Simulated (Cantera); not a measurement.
Cantera run:

```python
import numpy as np
import cantera as ct

gas_names = """
    CL CLO CL2 Fe FeCL FeCL2 FeCL3 FeO Fe(OH)2 Fe2CL4 Fe2CL6 H HCL HOCL HO2 H2 H2O H2O2 O OH O2 O3
""".split()
cond_names = """
    Fe(a) Fe(c) Fe(d) Fe(L) FeCL2(s) FeCL2(L) FeCL3(s) FeCL3(L) FeO(s) FeO(L) Fe(OH)2(s) Fe(OH)3(s)
    Fe2O3(s) Fe3O4(s) H2O(s) H2O(L)
""".split()


def load(file, names, dense=False):
    # The tables refer to 1 bar. Condensed volumes are neglected.
    table = {s.name: s for s in ct.Species.list_from_file(file)}
    out = []
    for n in names:
        d = dict(table[n].input_data)
        d["thermo"] = dict(d["thermo"], **{"reference-pressure": 1e5})
        if dense:
            d["equation-of-state"] = {"model": "constant-volume", "density": "1e6 g/cm^3"}
        out.append(ct.Species.from_dict(d))
    return out


gas = ct.Solution(thermo="ideal-gas", species=load("nasa_gas.yaml", gas_names))
cond = {s.name: ct.Solution(thermo="fixed-stoichiometry", species=[s], name=s.name)
        for s in load("nasa_condensed.yaml", cond_names, dense=True)}
atoms = {
    'Fe2O3': {'Fe': 2, 'O': 3},
    'HCl': {'H': 1, 'CL': 1},
    'H2': {'H': 2},
}
top_T = {'Fe2O3(s)': 1830, 'Fe3O4(s)': 1870}  # K; cautious upper limits of use, not melting points


def equilibrate(T, P, feed):
    n = {}
    for name, mol in feed.items():
        for a, k in atoms[name].items():
            n[a] = n.get(a, 0.0) + k * mol
    gas.TPX = T, P, n
    mass = sum(n.values()) * gas.mean_molecular_weight
    gas.equilibrate("TP")
    valid = [c for c in cond.values() if c.min_temp <= T <= top_T.get(c.name, c.max_temp)]
    mix = ct.Mixture([(gas, mass / gas.mean_molecular_weight)] + [(c, 0.0) for c in valid])
    mix.T, mix.P = T, P
    mix.equilibrate("TP", solver="vcs", rtol=1e-11, max_steps=5000)
    return mix


results = []
feed = {'Fe2O3': 1, 'HCl': 0.58, 'H2': 0.094}  # mol
P = 23000  # Pa
for T in [1048, 1098, 1148, 1198, 1248, 1298, 1348, 1398, 1448, 1498, 1548, 1598]:
    mix = equilibrate(T, P, feed)
    results.append((T, P, feed, dict(zip(mix.species_names, mix.species_moles))))

top = {s: max(r[3][s] / sum(r[3][g] for g in gas_names) for r in results) for s in gas_names}
cols = sorted((s for s in top if top[s] > 1e-05), key=lambda s: -top[s])[:5]
seen = [c for c in cond_names if any(r[3].get(c, 0) > 1e-12 for r in results)]
print("log10 of partial pressures in bar; condensed amounts in mol")
print(f"{'T/K':>10s}" + "".join(f"{s[:9]:>10s}" for s in cols + seen))
for T, P, feed, n in results:
    ng = sum(n[g] for g in gas_names)
    print(f"{T:10.4g}" + "".join(f"{np.log10(max(n[s] / ng * P / 1e5, 1e-99)):10.3f}" for s in cols)
          + "".join(f"{n.get(c, 0):10.4g}" for c in seen))
```

It prints:

```
log10 of partial pressures in bar; condensed amounts in mol
       T/K       HCL       H2O        O2     FeCL2        CL  Fe2O3(s)  Fe3O4(s)
      1048    -0.721    -1.439    -9.345    -2.567    -5.757    0.7247    0.1799
      1098    -0.727    -1.423    -8.266    -2.423    -5.286    0.7275    0.1768
      1148    -0.734    -1.406    -7.285    -2.298    -4.859    0.7307    0.1733
      1198    -0.742    -1.388    -6.389    -2.190    -4.471    0.7342    0.1694
      1248    -0.751    -1.369    -5.567    -2.097    -4.117    0.7379    0.1654
      1298    -0.760    -1.350    -4.810    -2.017    -3.793    0.7412    0.1615
      1348    -0.770    -1.332    -4.111    -1.948    -3.495    0.7432    0.1585
      1398    -0.782    -1.314    -3.462    -1.889    -3.220    0.7405    0.1586
      1448    -0.795    -1.298    -2.859    -1.841    -2.967    0.7225    0.1691
      1498    -0.815    -1.288    -2.297    -1.806    -2.736     0.654    0.2133
      1548    -0.852    -1.295    -1.772    -1.797    -2.530    0.4167    0.3704
      1598    -0.909    -1.315    -1.453    -1.788    -2.396         0    0.6463
```

Method: chemical equilibrium by Gibbs-energy minimisation in Cantera with the NASA 1993 tables (ideal gas, pure condensed phases). Mutual solubility and eutectic melting of coexisting phases are not modelled.
